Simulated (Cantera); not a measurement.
Premixed flame

A freely propagating, adiabatic, planar premixed flame of H2 : O2 : N2 = 1 : 0.294 : 1.35 (molar parts), equivalence ratio 1.7, unburnt at 600 K and 1650 Torr; mixture-averaged transport, grid criteria slope 0.08 and curve 0.16, no radiation.

Model: the H2/O2 subset of GRI-Mech 3.0, which has no nitrogen chemistry, integrated in Cantera. The hydrogen kinetics of GRI-Mech 3.0 are dated; newer H2 mechanisms differ, most at raised pressure. Burning velocities carry a grid error of a few per cent, more on coarse grids.

```
z (mm)   T (K)  u (m/s)   x H2      x O2      x OH    x H2O     x HO2       x O
-------  -----  -------  -----  --------  --------  -------  --------  --------
-0.501     600     8.11  0.378     0.111     <1e-8    <1e-8     <1e-8     <1e-8
-0.334     600     8.11  0.378     0.111     <1e-8    <1e-8     <1e-8     <1e-8
-0.250     600     8.11  0.378     0.111     <1e-8    <1e-8     <1e-8     <1e-8
-0.167     600     8.11  0.378     0.111     <1e-8  6.86e-7   1.27e-6     <1e-8
-0.0834    631     8.47  0.372     0.111   8.97e-5  0.00140  0.000376   1.42e-5
-0.0417    874     11.4  0.337     0.104  0.000810   0.0234  0.000288  0.000346
0         1274     16.2  0.253    0.0708   0.00241   0.0961  0.000127   0.00283
0.0417    1559     19.6  0.174    0.0249   0.00491    0.183   4.23e-5   0.00404
0.0834    1693     21.2  0.148   0.00722   0.00589    0.218   1.18e-5   0.00296
0.167     1818     22.6  0.146   0.00171   0.00633    0.231   2.78e-6   0.00199
0.334     1937     23.9  0.152  0.000889   0.00600    0.235   1.45e-6   0.00129
0.668     2044     25.0  0.158  0.000474   0.00503    0.240   7.97e-7  0.000710
1.34      2128     25.8  0.164  0.000214   0.00373    0.244   3.87e-7  0.000325
```
x: mole fraction of selected species; z is measured from the peak of heat release.

```json
{
 "laminar_burning_velocity": "811 cm/s",
 "thermal_thickness": "0.167 mm",
 "peak x(OH)": "0.00633",
 "peak x(HO2)": "0.000449",
 "peak x(O)": "0.00415",
 "grid_points": "121"
}
```
